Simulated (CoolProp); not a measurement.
The fluid at 298.15 K and 3.4 MPa (gas) is heated at constant pressure to 451.8 K. The same conditions are run with several fluids, on thermodynamics alone (safety and materials aside).

The numbers come from the reference Helmholtz-energy equation of state of each fluid (ethane: Bücker 2006; dry air: Lemmon 2000; carbon dioxide: Span 1996; CF4 (R14): Platzer 1990; carbon monoxide: Lemmon 2006) in CoolProp. The equations of Platzer and Polt are older, rougher fits. Blends and air are pseudo-pure fits.

Question: Rank ethane, dry air, carbon dioxide, CF4 (R14), carbon monoxide by heat (kJ/kg), highest first.

Answer: ethane (379), carbon monoxide (167), carbon dioxide (165), dry air (160), CF4 (R14) (129)

| fluid | final density (kg/m³) |
|---|---|
| ethane | 29.0 |
| dry air | 25.9 |
| carbon dioxide | 41.4 |
| CF4 (R14) | 80.3 |
| carbon monoxide | 25.0 |
